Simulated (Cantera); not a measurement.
## Equilibrium for metals in furnace atmospheres: Al + H2O + CO + CO2

Charge: 1 mol Al, 0.64 mol H2O, 2.5 mol CO, 1.7 mol CO2, at 20.3 Torr.

Equilibrium computed with Cantera from the NASA thermochemical tables; the gas is ideal and each condensed phase is pure. Candidate condensed phases: Al, Al2O3, C, C6H6, C7H8, C8H18, H2O; 121 gas species. Equilibrium is a limit: real reactors are often held back by kinetics, nucleation or transport.

```
T (°C)  log p CO2  log p CO  log p H2O  log p H2  log p CH4  n Al2O3(s)  n C(graphite)
------  ---------  --------  ---------  --------  ---------  ----------  -------------
327         -1.68     -3.72      -2.35     -2.94      -3.90       0.500           1.90
427         -1.71     -2.66      -2.58     -2.56      -4.18       0.500           1.70
527         -1.93     -1.96      -3.05     -2.45      -4.78       0.500          0.962
627         -2.36     -1.72      -3.49     -2.49      -5.82       0.500              0
727         -2.38     -1.72      -3.33     -2.51      -7.34       0.500              0
827         -2.39     -1.71      -3.20     -2.53      -8.60       0.500              0
927         -2.41     -1.71      -3.11     -2.55      -9.64       0.500              0
1027        -2.42     -1.71      -3.04     -2.57     -10.53       0.500              0
1127        -2.44     -1.70      -2.99     -2.59     -11.29       0.500              0
1227        -2.45     -1.70      -2.95     -2.61     -11.95       0.500              0
1327        -2.46     -1.70      -2.91     -2.63     -12.52       0.500              0
1427        -2.47     -1.70      -2.88     -2.65     -13.03       0.500              0
1527        -2.48     -1.70      -2.86     -2.66     -13.47       0.500              0
1627        -2.49     -1.70      -2.84     -2.67       <-13       0.500              0
```
log p: log10 of the partial pressure in bar; n: condensed amount in mol.

From 327 °C to 527 °C the condensed part is Al2O3(s) + C(graphite). From 627 °C to 1627 °C the condensed part is Al2O3(s).
